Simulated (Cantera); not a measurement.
An isothermal, constant-pressure homogeneous reactor starts with 33.4 % CH4, 36.8 % H2O, 29.8 % H2, at 1400 K and 100.0 Torr.

Model: GRI-Mech 3.0 (53 species, 325 reactions), integrated in Cantera.

x: mole fraction; the columns are a selection and need not sum to one.

```csv
t (s),x CH4,x H2O,x H2,x C2H6,x O2,x CO
0.00100,0.334,0.368,0.298,7.42e-8,<1e-12,<1e-12
0.00203,0.334,0.368,0.298,5.78e-7,<1e-12,8.32e-12
0.00414,0.334,0.368,0.298,3.81e-6,<1e-12,2.18e-10
0.00841,0.334,0.368,0.298,1.70e-5,<1e-12,?
0.0171,0.334,0.368,0.298,4.67e-5,<1e-12,?
0.0348,0.334,0.368,0.298,8.86e-5,<1e-12,?
0.0707,0.334,0.368,0.298,0.000121,<1e-12,?
0.144,0.332,0.368,0.299,0.000130,<1e-12,?
0.292,0.330,0.367,0.301,0.000128,<1e-12,?
0.595,0.325,0.366,0.305,0.000125,<1e-12,?
1.21,0.316,0.363,0.314,0.000117,<1e-12,?
2.46,0.298,0.358,0.330,0.000104,<1e-12,?
5.00,0.267,0.349,0.358,8.41e-5,<1e-12,?
```

Problem. Complete the blanks.

Solution. 
- 0.00841, x CO: 3.64e-9
- 0.0171, x CO: 3.44e-8
- 0.0348, x CO: 2.16e-7
- 0.0707, x CO: 9.38e-7
- 0.144, x CO: 2.82e-6
- 0.292, x CO: 7.00e-6
- 0.595, x CO: 1.73e-5
- 1.21, x CO: 4.74e-5
- 2.46, x CO: 0.000145
- 5.00, x CO: 0.000467
